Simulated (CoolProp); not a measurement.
A closed Brayton cycle with carbon dioxide: compressor inlet 322.15 K and 10 MPa, high pressure 23.5 MPa, turbine inlet 650 K, compressor efficiency 0.85, turbine efficiency 0.85, recuperator effectiveness 0.9 (on enthalpy, no pinch check). Each further row changes one setting.

Model: reference Helmholtz-energy equation of state, Span 1996, in CoolProp.

```json
[
 {"case": "as stated", "thermal efficiency (%)": "24.5", "net work (kJ/kg)": "48.5", "compressor to turbine work": "0.40", "compressor exit (K)": "373.3", "turbine exit (K)": "563.3"},
 {"case": "turbine inlet 600 K", "thermal efficiency (%)": "21.8", "net work (kJ/kg)": "40.2", "compressor to turbine work": "0.44", "compressor exit (K)": "373.3", "turbine exit (K)": "516.3"},
 {"case": "compressor inlet 332.15 K", "thermal efficiency (%)": "22.3", "net work (kJ/kg)": "…", "compressor to turbine work": "0.51", "compressor exit (K)": "398.3", "turbine exit (K)": "563.3"},
 {"case": "high pressure 20 MPa", "thermal efficiency (%)": "23.4", "net work (kJ/kg)": "…", "compressor to turbine work": "…", "compressor exit (K)": "363.4", "turbine exit (K)": "579.5"},
 {"case": "recuperator effectiveness 0.5", "thermal efficiency (%)": "16.6", "net work (kJ/kg)": "48.5", "compressor to turbine work": "0.40", "compressor exit (K)": "373.3", "turbine exit (K)": "563.3"}
]
```

Problem. What belongs in the gaps?

Solution. 
- compressor inlet 332.15 K, net work (kJ/kg): 39.5
- high pressure 20 MPa, net work (kJ/kg): 41.9
- high pressure 20 MPa, compressor to turbine work: 0.37
